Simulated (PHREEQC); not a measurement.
# Brine: speciation

Make-up at 20 °C: 1.1 mol/kgw KCl and 0.00019 mol/kgw H4SiO4. Closed to the air; pH follows from the charge balance.

Model: Pitzer model, pitzer.dat, run in PHREEQC.

Each row changes one thing in this solution. This is a speciation only: nothing precipitates in the calculation.

```csv
case,pH,ionic strength (mol/kgw),H3SiO4- (mol/kgw),SI of SiO2(a) (SiO2)
as made,6.64,1.10,2.27e-7,-0.96
diluted 10-fold with water,7.01,0.110,3.30e-8,-2.01
KCl replaced by K2CO3 at the same molality,12.02,3.29,0.000109,-3.70
0.03 mol/kgw CO2 added,3.87,1.10,3.80e-10,-0.96
temperature from 20 to 50 °C,6.38,1.10,3.29e-7,-1.21
KCl from 1.1 to 1.65 mol/kgw,6.60,1.65,2.30e-7,-0.94
KCl left out,6.76,1.74e-7,1.35e-7,-1.02
```

In brines, pH and single-ion activities rest on the MacInnes convention. Constants without temperature data keep their 25 °C values here.
